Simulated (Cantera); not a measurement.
Mixture: 32.8 % H₂, 14.9 % O₂, 52.2 % N₂, at 1300000 Pa, adiabatic and at constant pressure. Ignition delay is the time to a rise of 400 K.

Model: GRI-Mech 3.0 (53 species, 325 reactions), integrated in Cantera. The hydrogen kinetics of GRI-Mech 3.0 are dated; newer H2 mechanisms differ, most at raised pressure. The pressure lies above the range GRI-Mech 3.0 was tuned for (to about 10 atm).

### Question
At T0 = 1575 K, what is the delay, and which 5 reactions control it most (d ln τ / d ln k, from doubling and halving each rate constant)?

### Answer
The delay is 0.851 µs.
```csv
reaction,d ln τ / d ln k,faster rate
H + O2 <=> O + OH,-0.77,shortens it
H2 + O <=> H + OH,-0.15,shortens it
H2 + OH <=> H + H2O,-0.10,shortens it
H + O2 + M <=> HO2 + M,0.07,lengthens it
H + O2 + N2 <=> HO2 + N2,0.06,lengthens it
```
